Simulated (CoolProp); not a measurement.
Properties of CH3F (R41) along the isobar 269 kPa (Tc = 317.3 K, pc = 5906 kPa, ω = 0.200).

Computed with CoolProp (reference Helmholtz-energy equation of state, Lemmon 2006). It is a short technical equation, of lower accuracy than the large ones.

| T (K) | phase | Z | cp (kJ/(kg K)) | expansivity (1/kK) |
|---|---|---|---|---|
| 277.8 | gas | 0.9715 | 1.138 | 3.969 |
| 282.8 | gas | 0.9732 | 1.139 | 3.874 |
| 287.9 | gas | 0.9748 | 1.141 | 3.783 |
| 292.9 | gas | 0.9763 | 1.144 | 3.698 |
| 297.9 | gas | 0.9776 | 1.148 | 3.619 |
| 302.9 | gas | 0.9788 | 1.153 | 3.544 |
| 308 | gas | 0.9800 | 1.158 | 3.471 |
| 313 | gas | 0.9810 | 1.163 | 3.403 |
| 318 | gas | 0.9820 | 1.170 | 3.338 |
| 323 | gas | 0.9829 | 1.176 | 3.276 |
| 328.1 | gas | 0.9838 | 1.183 | 3.216 |
| 333.1 | gas | 0.9846 | 1.191 | 3.159 |
